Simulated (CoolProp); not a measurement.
Model: reference Helmholtz-energy equation of state, Gao 2020, in CoolProp.

Give the vapour pressure (bar), liquid density (kg/m³), vapour density (kg/m³), surface tension (mN/m) of saturated ammonia at 314.5 K.


```
T (K)  p (bar)  liquid density (kg/m³)  vapour density (kg/m³)  surface tension (mN/m)
-----  -------  ----------------------  ----------------------  ----------------------
314.5     16.1                     577                    12.5                    16.8
```

Surface tension comes from a separate correlation (Mulero 2012).
